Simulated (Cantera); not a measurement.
A perfectly stirred reactor is fed with 23.2 % CO, 1.04 % H2, 16.0 % O2, 59.8 % N2, at 10500 Torr; it is adiabatic with a 350 K inlet, and is followed from long to short residence time, starting on the burning branch (τ in s: 0.066, 0.023, 0.0083, 0.0029, 0.001, 0.00037, 0.00013, 4.6e-05, 1.6e-05).

Computed with Cantera and GRI-Mech 3.0 (53 species, 325 reactions). The hydrogen kinetics of GRI-Mech 3.0 are dated; newer H2 mechanisms differ, most at raised pressure. The pressure lies above the range GRI-Mech 3.0 was tuned for (to about 10 atm).

Task: Predict: blow-out, bracketed by the residence times tried; x(CO) at τ = 66.0 ms; x(H2) at τ = 66.0 ms; x(O2) at τ = 66.0 ms; x(HO2) at τ = 66.0 ms; x(CO2) at τ = 66.0 ms; x(CO) at τ = 1.00 ms; x(H2) at τ = 1.00 ms; x(O2) at τ = 1.00 ms; x(HO2) at τ = 1.00 ms; x(CO2) at τ = 1.00 ms.

Result: 
```json
{
  "blow_out_bracketed_by_the_residence_times_tried": "burning at 0.130 ms, out at 46.0 µs",
  "x(CO) at τ = 66.0 ms": "0.00386",
  "x(H2) at τ = 66.0 ms": "3.01e-5",
  "x(O2) at τ = 66.0 ms": "0.0429",
  "x(HO2) at τ = 66.0 ms": "1.59e-6",
  "x(CO2) at τ = 66.0 ms": "0.259",
  "x(CO) at τ = 1.00 ms": "0.0171",
  "x(H2) at τ = 1.00 ms": "0.000120",
  "x(O2) at τ = 1.00 ms": "0.0506",
  "x(HO2) at τ = 1.00 ms": "6.56e-6",
  "x(CO2) at τ = 1.00 ms": "0.244"
}
```
